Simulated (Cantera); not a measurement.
Input: 1 mol C6H6, 0.3 mol NH3, at 97000 Pa.

Cantera equilibrium calculation (NASA polynomials, part measured and part estimated; ideal gas, pure solids and liquids). Candidate condensed phases: C, C6H6, C7H8, C8H18; 92 gas species. Kinetics and transport are ignored.

Q: At 1000 K, list the 4 most abundant gas species with their mole fractions, and the condensed phases.

A: H2 0.883, CH4 0.0722, N2 0.0446, NH3 9.90e-5. Condensed: C(graphite).
